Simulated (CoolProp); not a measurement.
Values from CoolProp's reference Helmholtz-energy equation of state, de Reuck 1993.

**Question.** For methanol, give the phase and the density (kg/m³), cp (kJ/(kg K)), cv (kJ/(kg K)), viscosity (µPa s) at 330.25 °C and 2.31 MPa; -54.35 °C and 1.69 MPa.

**Answer.** 
- 330.25 °C and 2.31 MPa: gas; density 15.6, cp 2.35, cv 2.03, viscosity 19.8
- -54.35 °C and 1.69 MPa: liquid; density 863, cp 2.23, cv 1.80, viscosity 2560

Viscosity comes from a separate model (Xiang 2006).
